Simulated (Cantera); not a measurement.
Charge: 1 mol Al, 0.24 mol H2O, at 0.100 bar.

Cantera equilibrium calculation (NASA polynomials, part measured and part estimated; ideal gas, pure solids and liquids). Candidate condensed phases: Al, Al2O3, H2O; 19 gas species. Mutual solubility and eutectic melting of coexisting phases are not modelled. Rates play no part.

Task: Which condensed phases are stable at each of these points (T (K)): 773, 823, 873, 923, 973, 1023, 1073, 1123?

Result: 
```
T (K)  condensed phases  Al condensed (%)
-----  ----------------  ----------------
773    Al(s) + Al2O3(s)             100.0
823    Al(s) + Al2O3(s)             100.0
873    Al(s) + Al2O3(s)             100.0
923    Al(s) + Al2O3(s)             100.0
973    Al(l) + Al2O3(s)             100.0
1023   Al(l) + Al2O3(s)             100.0
1073   Al(l) + Al2O3(s)             100.0
1123   Al(l) + Al2O3(s)             100.0
```

From 773 K to 923 K the condensed part is Al(s) + Al2O3(s). From 973 K to 1123 K the condensed part is Al(l) + Al2O3(s).
